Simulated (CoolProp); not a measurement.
Vapour-liquid equilibrium of cyclohexane (1) + n-nonane (2) at 207.55 °C; x and y are mole fractions of (1).

The numbers come from the multi-fluid Helmholtz-energy mixture model, Zhou 2014 and Lemmon 2006; pair parameters Bell 2016 in CoolProp.

Q: Give the bubble pressure and the first vapour's composition at x = 0.35, 0.65, 0.95. Is there an azeotrope?

A: x = 0.35: 712.7 kPa, y = 0.612; x = 0.65: 1045 kPa, y = 0.842; x = 0.95: 1442 kPa, y = 0.982. No azeotrope shows between x = 0.05 and 0.95.

Pair parameters are fitted to limited data, so mixtures are less certain than the pure fluids.
